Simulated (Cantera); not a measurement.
A Cantera script and its output.

```python
import numpy as np
import cantera as ct

gas = ct.Solution("gri30.yaml")
gas.TPX = 450, 630000, {'CH4': 1, 'H2': 1.2, 'O2': 2.6, 'N2': 9.78}
inlet = ct.Reservoir(gas, clone=True)
gas.equilibrate("HP")  # start burning
reactor = ct.IdealGasConstPressureReactor(gas, energy="on", clone=False)
exhaust = ct.Reservoir(gas, clone=True)
tau = [0.03, 0.015, 0.007, 0.0034, 0.0016, 0.00079, 0.00038, 0.00018, 8.8e-05, 4.2e-05][0]
for a, b in ((inlet, reactor), (reactor, exhaust)):
    ct.MassFlowController(a, b, mdot=lambda t: reactor.mass / tau)
net = ct.ReactorNet([reactor])
show = ['CH4', 'H2', 'O2', 'CH2O', 'N2O', 'C2H']

rows = []
print(f"{'tau/s':>10s}{'T/K':>9s}" + "".join(f"{s:>11s}" for s in show))
for tau in [0.03, 0.015, 0.007, 0.0034, 0.0016, 0.00079, 0.00038, 0.00018, 8.8e-05, 4.2e-05]:
    net.initial_time = 0.0
    net.advance(30 * tau)
    before = gas.X
    net.advance(40 * tau)
    drift = np.max(np.abs(gas.X - before) / (gas.X + 1e-9))
    rows.append([gas.T, *gas[show].X, drift])
    print(f"{tau:10.3e}{gas.T:9.1f}" + "".join(f"{x:11.3e}" for x in gas[show].X))
```

Output:

```
     tau/s      T/K        CH4         H2         O2       CH2O        N2O        C2H
 3.000e-02   2382.6  1.808e-06  4.719e-03  4.534e-03  2.998e-07  3.344e-07  1.648e-12
 1.500e-02   2380.1  3.419e-06  4.859e-03  4.854e-03  5.735e-07  3.441e-07  5.714e-12
 7.000e-03   2374.1  6.673e-06  5.163e-03  5.382e-03  1.134e-06  3.590e-07  2.076e-11
 3.400e-03   2363.6  1.211e-05  5.672e-03  6.105e-03  2.078e-06  3.779e-07  6.343e-11
 1.600e-03   2346.2  2.166e-05  6.504e-03  7.163e-03  3.726e-06  4.012e-07  1.789e-10
 7.900e-04   2322.6  3.627e-05  7.606e-03  8.488e-03  6.170e-06  4.216e-07  4.201e-10
 3.800e-04   2290.0  6.106e-05  9.105e-03  1.025e-02  1.008e-05  4.354e-07  9.245e-10
 1.800e-04   2247.1  1.045e-04  1.102e-02  1.251e-02  1.635e-05  4.376e-07  1.933e-09
 8.800e-05   2196.2  1.794e-04  1.320e-02  1.520e-02  2.605e-05  4.281e-07  3.816e-09
 4.200e-05   2132.1  3.311e-04  1.580e-02  1.877e-02  4.339e-05  4.076e-07  7.841e-09
```

Detailed kinetics in Cantera: GRI-Mech 3.0 (53 species, 325 reactions).
